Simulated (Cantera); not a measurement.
Cantera run:

```python
import numpy as np
import cantera as ct

gas_names = """
    Cu CuO Cu2 H HO2 H2 H2O H2O2 O OH O2 O3
""".split()
cond_names = """
    Cu(cr) Cu(L) CuO(s) CuO2H2(s) Cu2O(s) Cu2O(L) H2O(s) H2O(L)
""".split()


# ... load() reads the species with a 1 bar reference pressure and builds the phases ...
atoms = {
    'CuO': {'Cu': 1, 'O': 1},
    'H2': {'H': 2},
}
top_T = {'CuO(s)': 1390}  # K; cautious upper limits of use, not melting points


# ... equilibrate(T, P, feed) seeds the gas with the atoms and calls Mixture.equilibrate('TP', solver="vcs", rtol=1e-11, max_steps=5000) ...
results = []
feed = {'CuO': 1, 'H2': 1.7}  # mol
T = 1500  # K
P = 16000  # Pa
mix = equilibrate(T, P, feed)
results.append((T, P, feed, dict(zip(mix.species_names, mix.species_moles))))
x = sorted(zip(gas.X, gas.species_names), reverse=True)
print(f"T = {T:g} K  P = {P:g} Pa  gas = {mix.phase_moles(0):.4g} mol")
print("   x: " + "  ".join(f"{s} {v:.3e}" for v, s in x if v > 0.001))
print("   condensed (mol): " + ("  ".join(f"{mix.phase(i).name} {mix.phase_moles(i):.4g}"
      for i in range(1, mix.n_phases) if mix.phase_moles(i) > 1e-12) or "none"))
```

Result:

```
T = 1500 K  P = 16000 Pa  gas = 1.7 mol
   x: H2O 5.882e-01  H2 4.117e-01
   condensed (mol): Cu(L) 0.9999
```

Method: chemical equilibrium by Gibbs-energy minimisation in Cantera with the NASA 1993 tables (ideal gas, pure condensed phases).
